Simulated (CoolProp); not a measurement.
A single-stage vapour-compression cycle with the fluid: evaporating at 323.15 K (dew point), condensing at 370.15 K (bubble point), superheat 2 K, subcooling 8 K, compressor efficiency 0.6, no pressure losses. The same conditions are run with several fluids, on thermodynamics alone (safety and materials aside).

Model: reference Helmholtz-energy equation of state of each fluid (c-C4F8 (RC318): Platzer 1990; trans-2-butene: Lemmon 2005; cis-2-butene: Lemmon 2005; n-hexane: Thol 2019; n-heptane: Span 2003), in CoolProp. The equations of Platzer and Polt are older, rougher fits.

```
fluid           cooling COP  pressure ratio  discharge temperature (K)  refrigerating effect (kJ/kg)  volumetric capacity (kJ/m³)
--------------  -----------  --------------  -------------------------  ----------------------------  ---------------------------
c-C4F8 (RC318)         2.52            2.98                      370.2                          44.7                         2580
trans-2-butene         3.38            2.95                      380.9                           255                         2890
cis-2-butene           3.44            2.99                      384.5                           270                         2800
n-hexane               3.53            4.21                      370.1                           256                          455
n-heptane              3.56            5.15                      370.2                           258                          184
```

The compression ends wet for: c-C4F8 (RC318); n-hexane; n-heptane.
